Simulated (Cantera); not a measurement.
A Cantera script and its output.

```python
import numpy as np
import cantera as ct

gas = ct.Solution("h2o2.yaml")
gas.TPX = 875, 13332, {'H2': 0.41, 'O2': 1, 'N2': 0.54}
inlet = ct.Reservoir(gas, clone=True)

reactor = ct.IdealGasConstPressureReactor(gas, energy="off", clone=False)
exhaust = ct.Reservoir(gas, clone=True)
tau = [0.7, 0.42, 0.25, 0.15, 0.091, 0.055, 0.033, 0.02, 0.012, 0.0071][0]
for a, b in ((inlet, reactor), (reactor, exhaust)):
    ct.MassFlowController(a, b, mdot=lambda t: reactor.mass / tau)
net = ct.ReactorNet([reactor])
show = ['H2', 'O2', 'H2O', 'OH', 'H2O2', 'HO2', 'H']

rows = []
print(f"{'tau/s':>10s}{'T/K':>9s}" + "".join(f"{s:>11s}" for s in show))
for tau in [0.7, 0.42, 0.25, 0.15, 0.091, 0.055, 0.033, 0.02, 0.012, 0.0071]:
    net.initial_time = 0.0
    net.advance(30 * tau)
    before = gas.X
    net.advance(40 * tau)
    drift = np.max(np.abs(gas.X - before) / (gas.X + 1e-9))
    rows.append([gas.T, *gas[show].X, drift])
    print(f"{tau:10.3e}{gas.T:9.1f}" + "".join(f"{x:11.3e}" for x in gas[show].X))
```

Result:

```
     tau/s      T/K         H2         O2        H2O         OH       H2O2        HO2          H
 7.000e-01    875.0  4.718e-02  4.683e-01  1.819e-01  3.332e-06  3.721e-04  9.902e-05  5.127e-06
 4.200e-01    875.0  4.599e-02  4.680e-01  1.833e-01  5.777e-06  2.490e-04  1.046e-04  8.543e-06
 2.500e-01    875.0  4.543e-02  4.678e-01  1.840e-01  9.906e-06  1.602e-04  1.086e-04  1.435e-05
 1.500e-01    875.0  4.569e-02  4.679e-01  1.837e-01  1.645e-05  1.024e-04  1.114e-04  2.387e-05
 9.100e-02    875.0  4.681e-02  4.682e-01  1.825e-01  2.635e-05  6.605e-05  1.136e-04  3.920e-05
 5.500e-02    875.0  4.889e-02  4.687e-01  1.802e-01  4.132e-05  4.276e-05  1.155e-04  6.444e-05
 3.300e-02    875.0  5.209e-02  4.696e-01  1.766e-01  6.350e-05  2.784e-05  1.171e-04  1.064e-04
 2.000e-02    875.0  5.640e-02  4.707e-01  1.717e-01  9.432e-05  1.855e-05  1.184e-04  1.731e-04
 1.200e-02    875.0  6.213e-02  4.722e-01  1.652e-01  1.377e-04  1.249e-05  1.193e-04  2.830e-04
 7.100e-03    875.0  6.953e-02  4.741e-01  1.567e-01  1.978e-04  8.530e-06  1.195e-04  4.658e-04
```

Detailed kinetics in Cantera: the H2/O2 subset of GRI-Mech 3.0, which has no nitrogen chemistry. Radical loss at walls, strong at low pressure, is not modelled. Below about 950 K walls govern HO2 and H2O2 in real vessels. The temperature is held fixed by assumption; the heat of reaction is taken as removed at once.
